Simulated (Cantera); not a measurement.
Input (Python, Cantera) and output of one run.

```python
import numpy as np
import cantera as ct

gas_names = """
    C CO CO2 C2 C2O C3 C3O2 C4 C5 O O2 O3 Ti TiO TiO2
""".split()
cond_names = """
    C(gr) Ti(a) Ti(b) Ti(L) TiC(s) TiC(L) TiO(a) TiO(b) TiO(L) TiO2(ru) TiO2(L) Ti2O3(a) Ti2O3(b)
    Ti2O3(L) Ti3O5(a) Ti3O5(b) Ti3O5(L) Ti4O7(s) Ti4O7(L)
""".split()


# ... load() reads the species with a 1 bar reference pressure and builds the phases ...
atoms = {
    'TiO2': {'Ti': 1, 'O': 2},
    'C': {'C': 1},
    'CO': {'C': 1, 'O': 1},
}
top_T = {'C(gr)': 4500}  # K; cautious upper limits of use, not melting points


# ... equilibrate(T, P, feed) seeds the gas with the atoms and calls Mixture.equilibrate('TP', solver="vcs", rtol=1e-11, max_steps=5000) ...
results = []
feed = {'TiO2': 1, 'C': 0.44, 'CO': 2.2}  # mol
T = 1523  # K
P = 10000  # Pa
mix = equilibrate(T, P, feed)
results.append((T, P, feed, dict(zip(mix.species_names, mix.species_moles))))
x = sorted(zip(gas.X, gas.species_names), reverse=True)
print(f"T = {T:g} K  P = {P:g} Pa  gas = {mix.phase_moles(0):.4g} mol")
print("   x: " + "  ".join(f"{s} {v:.3e}" for v, s in x if v > 1e-06))
print("   condensed (mol): " + ("  ".join(f"{mix.phase(i).name} {mix.phase_moles(i):.4g}"
      for i in range(1, mix.n_phases) if mix.phase_moles(i) > 1e-12) or "none"))
```

It prints:

```
T = 1523 K  P = 10000 Pa  gas = 2.64 mol
   x: CO 9.999e-01  CO2 1.462e-04
   condensed (mol): Ti2O3(b) 0.3212  Ti3O5(b) 0.1192
```

Method: chemical equilibrium by Gibbs-energy minimisation in Cantera with the NASA 1993 tables (ideal gas, pure condensed phases). Mutual solubility and eutectic melting of coexisting phases are not modelled.
